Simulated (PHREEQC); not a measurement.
**Brine**

Make-up at 5.4 °C: 4.3 mol KCl and 0.3 mol MgCl2 per kg of water. Closed to the air; pH follows from the charge balance.

Computed with PHREEQC (Pitzer model, pitzer.dat).

No solid was allowed to form.

### Question
Predict the activity of water.

### Answer
activity of water 0.842.

Examples of supersaturated solids here: Sylvite. Others may be too. Species that the database lacks are ignored. At this temperature some constants are extrapolated from 25 °C, and those without enthalpy data are left unchanged.
